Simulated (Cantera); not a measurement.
An adiabatic, constant-pressure homogeneous reactor starts with CO : H2 : O2 : N2 = 1 : 0.073 : 0.24 : 3.3 (molar parts), equivalence ratio 2.2, at 1425 K and 24000 Pa.

Computed with Cantera and GRI-Mech 3.0 (53 species, 325 reactions).

**Question.** Predict: time of steepest temperature rise; temperature at 4.00 s; equilibrium temperature; x(CO) at 4.00 s; x(H2) at 4.00 s; x(O2) at 4.00 s; x(NO2) at 4.00 s; x(HO2) at 4.00 s.

**Answer.** 
```json
{
  "time_of_steepest_temperature_rise": "0.334 ms",
  "temperature at 4.00 s": "2211 K",
  "equilibrium_temperature": "2211 K",
  "x(CO) at 4.00 s": "0.133 (gas-phase equilibrium 0.133)",
  "x(H2) at 4.00 s": "0.00333 (gas-phase equilibrium 0.00333)",
  "x(O2) at 4.00 s": "9.30e-5 (gas-phase equilibrium 9.30e-5)",
  "x(NO2) at 4.00 s": "3.45e-9 (gas-phase equilibrium 3.45e-9)",
  "x(HO2) at 4.00 s": "4.68e-9 (gas-phase equilibrium 4.68e-9)"
}
```
